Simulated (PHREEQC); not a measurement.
Solution (20 °C): 0.0084 mol/kgw NaOH, 8.2e-05 mol/kgw CO2 and 9.2e-05 mol/kgw NaCl. Closed to the air; pH follows from the charge balance.

Computed with PHREEQC (ion-association model, phreeqc.dat).

Precipitation was switched off in this run.

Question: Order these C species by the share of C that they hold, largest first: CO3-2, HCO3-, NaCO3-.

Answer: CO3-2 (91 %), NaCO3- (7.7 %), HCO3- (1.5 %)

The pH is 12.04 and the ionic strength 0.00856 mol/kgw.
